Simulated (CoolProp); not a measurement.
A simple Rankine cycle with R236FA: condensing at 329.15 K, boiler at 2.44 MPa, turbine inlet 399 K, turbine efficiency 0.75, pump efficiency 0.6, no recuperator. Each further row changes one setting.

The numbers come from the reference Helmholtz-energy equation of state, Pan 2012 in CoolProp.

```json
[
 {"case": "as stated", "thermal efficiency (%)": "7.6", "net work (kJ/kg)": "12.9", "heat in (kJ/kg)": "170", "turbine exit temperature (K)": "360.4", "volume ratio over the turbine": "4.32"},
 {"case": "condensing temperature 321.15 K", "thermal efficiency (%)": "8.6", "net work (kJ/kg)": "15.6", "heat in (kJ/kg)": "180", "turbine exit temperature (K)": "355.6", "volume ratio over the turbine": "5.44"},
 {"case": "boiler pressure 1.71 MPa", "thermal efficiency (%)": "5.9", "net work (kJ/kg)": "10.8", "heat in (kJ/kg)": "183", "turbine exit temperature (K)": "375.4", "volume ratio over the turbine": "2.69"},
 {"case": "turbine efficiency 0.65", "thermal efficiency (%)": "6.4", "net work (kJ/kg)": "10.9", "heat in (kJ/kg)": "170", "turbine exit temperature (K)": "362.4", "volume ratio over the turbine": "4.36"}
]
```
